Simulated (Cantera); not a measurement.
Charge: 1 mol B2O3, 2.7 mol H2O, 2.4 mol N2, held at 2373 K and 45000 Pa.

Method: chemical equilibrium by Gibbs-energy minimisation in Cantera with the NASA 1993 tables (ideal gas, pure condensed phases). Candidate condensed phases: B, BN, B2O3, B3O3H3, H2O; 39 gas species. Rates play no part.

**Question.** What is the equilibrium state?

**Answer.** 
- x(N2) = 0.386
- x(H2O) = 0.289
- x(HBO2) = 0.243
- x(B2O3) = 0.0353
- x(H2) = 0.0188
- x(BO2) = 0.00788
- x(OH) = 0.00780
- x(O2) = 0.00507
- x(H) = 0.00286
- gas amount = 6.201 mol
- log10 activity of B(l) (absent) = -7.03
